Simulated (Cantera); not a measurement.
Input: 1 mol AlN, 0.51 mol O2, 98 mol H2, 0.16 mol H2O, held at 1600 °C and 0.133 bar.

Equilibrium computed with Cantera from the NASA thermochemical tables; the gas is ideal and each condensed phase is pure. Candidate condensed phases: Al, AlN, Al2O3, H2O; 35 gas species. Mutual solubility and eutectic melting of coexisting phases are not modelled. Condensed phases not in the tables: aluminium oxynitride. The numbers say what is thermodynamically allowed, not how fast it happens.

Base state: H2 0.993, N2 0.00446, H 0.00176, Al 0.000480, Al2O 0.000314, AlH 6.58e-5 (mole fractions); condensed: AlN(s) + Al2O3(s).

### Question
What changes in the equilibrium state with this change: temperature from 1600 °C to 1000 °C?

### Answer
| species | before | after |
|---|---|---|
| H2 | 0.993 | 0.996 |
| N2 | 0.00446 | 0.00399 |
| H | 0.00176 | 1.95e-6 |
| Al | 0.000480 | <1e-9 |
| Al2O | 0.000314 | <1e-9 |
| AlH | 6.58e-5 | <1e-9 |
| AlN(s), mol | 0.118 | 0.213 |
| Al2O3(s), mol | 0.382 | 0.393 |

### Question
What changes in the equilibrium state with this change: temperature from 1600 °C to 952 °C?

### Answer
```json
[
 {"species": "H2", "before": "0.993", "after": "0.996"},
 {"species": "N2", "before": "0.00446", "after": "0.00399"},
 {"species": "H", "before": "0.00176", "after": "8.52e-7"},
 {"species": "Al", "before": "0.000480", "after": "<1e-9"},
 {"species": "Al2O", "before": "0.000314", "after": "<1e-9"},
 {"species": "AlH", "before": "6.58e-5", "after": "<1e-9"},
 {"species": "AlN(s), mol", "before": "0.118", "after": "0.213"},
 {"species": "Al2O3(s), mol", "before": "0.382", "after": "0.393"}
]
```

### Question
What changes in the equilibrium state with this change: pressure from 0.133 bar to 1.33 mbar?

### Answer
```json
[
 {"species": "H2", "before": "0.993", "after": "0.975"},
 {"species": "H", "before": "0.00176", "after": "0.0175"},
 {"species": "N2", "before": "0.00446", "after": "0.00501"},
 {"species": "Al", "before": "0.000480", "after": "0.00168"},
 {"species": "H2O", "before": "8.91e-6", "after": "8.18e-5"},
 {"species": "AlOH", "before": "6.97e-6", "after": "2.26e-5"},
 {"species": "AlH", "before": "6.58e-5", "after": "2.28e-5"},
 {"species": "AlN(s), mol", "before": "0.118", "after": "0"},
 {"species": "Al2O3(s), mol", "before": "0.382", "after": "0.378"}
]
```
The tables' values for AlOH are old estimates; treat these amounts as uncertain.
